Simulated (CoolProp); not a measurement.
A single-stage vapour-compression cycle with carbonyl sulfide: evaporating at 207.15 K (dew point), condensing at 259.15 K (bubble point), superheat 10 K, subcooling 2 K, compressor efficiency 0.6, no pressure losses. Each further row changes one setting.

Values from CoolProp's reference Helmholtz-energy equation of state, Lemmon 2006. It is a short technical equation, of lower accuracy than the large ones.

```tsv
case	cooling COP	pressure ratio	discharge temperature (K)	refrigerating effect (kJ/kg)	volumetric capacity (kJ/m³)
as stated	1.91	9.17	417.9	266	409
evaporating temperature 212.15 K	___	7.03	398.3	268	529
condensing temperature 254.15 K	2.15	7.74	400.7	272	418
subcooling 7 K	1.95	9.17	417.9	272	418
superheat 20 K	1.87	9.17	___	272	399
compressor efficiency 0.5	___	9.17	___	266	409
```

Q: What belongs in the gaps?

A: 
- evaporating temperature 212.15 K, cooling COP: 2.21
- superheat 20 K, discharge temperature (K): 433.7
- compressor efficiency 0.5, cooling COP: 1.59
- compressor efficiency 0.5, discharge temperature (K): 452.9
